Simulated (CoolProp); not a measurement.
Properties of the fluoroketone C6F12O (FK-5-1-12) at several states.

Computed with CoolProp (reference Helmholtz-energy equation of state, McLinden 2015).

```csv
T (K),p (MPa),phase,density (kg/m³),cp (kJ/(kg K)),speed of sound (m/s),expansivity (1/kK)
327.4,0.875,liquid,1515,1.124,421.0,2.164
232,0.0516,liquid,1789,1.094,719.0,1.509
497,2.34,supercritical,262.9,1.235,81.95,7.597
202.1,0.439,liquid,1870,1.116,821.2,1.434
```
